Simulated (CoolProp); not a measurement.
Vapour-liquid equilibrium of R143a (1) + isobutane (2) at 0.0744 MPa; x and y are mole fractions of (1).

The numbers come from the multi-fluid Helmholtz-energy mixture model, Lemmon and Jacobsen 2000 and Bücker 2006; pair parameters Bell 2016 in CoolProp.

Task: Give the bubble temperature and the first vapour's composition at x = 0.425, 0.65, 0.8. Is there an azeotrope?

Result: x = 0.425: -51.1 °C, y = 0.828; x = 0.65: -52.2 °C, y = 0.851; x = 0.8: -52.9 °C, y = 0.882. No azeotrope shows between x = 0.05 and 0.95.

The pair parameters rest on a limited set of measurements; away from them the model extrapolates. With so large a gap from Raoult's law the liquid may split in two, which this calculation doesn't test in full.
